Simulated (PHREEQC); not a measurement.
A solution holds 2.8 mmol/kgw H2SO4, 10 mmol/kgw ZnSO4 and 0.66 mmol/kgw Fe2(SO4)3, at 20 °C. Closed to the air; pH follows from the charge balance.

The numbers come from PHREEQC with the ion-association model, wateq4f.dat.

```
quantity                       before    after
----------------------------  -------  -------
pH                               2.45     2.55
ionic strength (mol/kgw)       0.0337   0.0316
SO4-2 (mol/kgw)               0.00820  0.00718
Zn+2 (mol/kgw)                0.00649  0.00634
ZnSO4 (mol/kgw)               0.00328  0.00349
HSO4- (mol/kgw)               0.00156  0.00275
SI of Goslarite (ZnSO4:7H2O)    -2.83    -3.22
SI of Goethite (FeOOH)          +3.50    +4.74
```

**Question.** What was changed between the two runs?
A) Fe2(SO4)3 from 0.00066 to 0.0066 mol/kgw
B) diluted 10-fold with water
C) ZnSO4 replaced by Zn(NO3)2 at the same molality
D) temperature from 20 to 60 °C
E) Fe2(SO4)3 from 0.00066 to 0.00099 mol/kgw

**Answer.** D, temperature from 20 to 60 °C

This is a speciation only: nothing precipitates in the calculation. Some of these states are supersaturated (in Hematite (slow to form), Goethite (slow to form), for instance). At this temperature some constants are extrapolated from 25 °C, and those without enthalpy data are left unchanged.
